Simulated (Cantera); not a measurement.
Cantera run, input and output.

```python
import numpy as np
import cantera as ct

gas = ct.Solution("gri30.yaml")
gas.TPX = 375, 100000, {'CH4': 1, 'C2H6': 0.083, 'O2': 1.91, 'N2': 7.18, 'H2O': 0.1}
flame = ct.FreeFlame(gas, width=0.04)
flame.set_refine_criteria(ratio=3, slope=0.08, curve=0.16)
flame.transport_model = "mixture-averaged"
flame.solve(loglevel=0, auto=True)
z, T = flame.grid, flame.T
thick = (T[-1] - T[0]) / np.gradient(T, z).max()
show = ['CH4', 'C2H6', 'O2', 'H2', 'HCO', 'O']
print(f"laminar burning velocity  {flame.velocity[0] * 100:.3f} cm/s")
print(f"burnt temperature         {T[-1]:.1f} K")
print(f"thermal thickness         {thick * 1e3:.4f} mm")
print(f"grid points               {len(z)}")
z0 = z[flame.heat_release_rate.argmax()]
print(f"{'z/mm':>9s}{'T/K':>9s}{'u/(m/s)':>9s}" + "".join(f"{s:>11s}" for s in show))
rows = []
for k in (-3, -2, -1.5, -1, -0.5, -0.25, 0, 0.25, 0.5, 1, 2, 4, 8):
    zz = z0 + k * thick
    rows.append([k * thick, np.interp(zz, z, T), np.interp(zz, z, flame.velocity),
                 *(np.interp(zz, z, flame.X[gas.species_index(s)]) for s in show)])
    print(f"{rows[-1][0] * 1e3:9.3f}{rows[-1][1]:9.1f}{rows[-1][2]:9.3f}" + "".join(f"{x:11.3e}" for x in rows[-1][3:]))
```

It prints:

```
laminar burning velocity  49.288 cm/s
burnt temperature         2174.3 K
thermal thickness         0.4246 mm
grid points               156
     z/mm      T/K  u/(m/s)        CH4       C2H6         O2         H2        HCO          O
   -1.274    375.1    0.494  9.721e-02  8.070e-03  1.857e-01  1.208e-03  6.948e-20  2.304e-12
   -0.849    377.3    0.498  9.678e-02  8.048e-03  1.851e-01  4.060e-03  4.028e-16  5.718e-11
   -0.637    387.9    0.514  9.579e-02  8.010e-03  1.838e-01  7.875e-03  5.716e-14  4.022e-10
   -0.425    480.9    0.643  9.006e-02  7.789e-03  1.767e-01  1.586e-02  1.325e-10  1.243e-08
   -0.212    982.0    1.342  6.146e-02  5.763e-03  1.345e-01  2.771e-02  5.037e-07  4.749e-06
   -0.106   1415.7    1.960  3.383e-02  2.715e-03  8.994e-02  3.330e-02  1.231e-05  6.975e-05
    0.000   1791.3    2.502  8.540e-03  1.974e-04  4.238e-02  3.495e-02  4.180e-05  4.311e-04
    0.106   1950.3    2.724  7.546e-04  1.227e-06  1.597e-02  3.111e-02  1.725e-05  1.066e-03
    0.212   1991.2    2.771  3.649e-05  2.766e-09  7.212e-03  2.861e-02  1.576e-06  1.350e-03
    0.425   2023.3    2.803  9.132e-08  2.933e-14  3.670e-03  2.843e-02  1.096e-07  1.217e-03
    0.849   2059.5    2.845  2.037e-11  6.129e-20  2.495e-03  2.849e-02  8.090e-08  8.824e-04
    1.699   2099.7    2.894  1.479e-14  5.217e-25  1.538e-03  2.790e-02  5.713e-08  5.259e-04
    3.397   2134.9    2.936  1.583e-14 -2.050e-27  7.616e-04  2.728e-02  3.661e-08  2.507e-04
```

Cantera simulation using GRI-Mech 3.0 (53 species, 325 reactions); the numbers are that mechanism's predictions, not measurements. Burning velocities carry a grid error of a few per cent, more on coarse grids.
